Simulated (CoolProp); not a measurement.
2000 sccm (0 °C, 1 atm) of nitrogen bubbles through liquid n-perfluorohexane at 286.2 K and leaves saturated at a total pressure of 0.0483 MPa (ideal gas phase). Each further row changes one setting.

Values from CoolProp's reference Helmholtz-energy equation of state, Gao 2022.

```
case                       vapour pressure (kPa)  mole fraction of vapour  delivery (mg/min)  delivery (sccm)  change of delivery for a bath 1 K warmer (%)
-------------------------  ---------------------  -----------------------  -----------------  ---------------  --------------------------------------------
as stated                                   16.9                      [?]                [?]              [?]                                           7.8
bath temperature 291.2 K                    21.5                      [?]              24200             1600                                           8.9
total pressure 0.0966 MPa                   16.9                    0.175               6420              426                                           [?]
```

Complete the blanks.


- as stated, mole fraction of vapour: 0.351
- as stated, delivery (mg/min): 16300
- as stated, delivery (sccm): 1080
- bath temperature 291.2 K, mole fraction of vapour: 0.445
- total pressure 0.0966 MPa, change of delivery for a bath 1 K warmer (%): 6.1
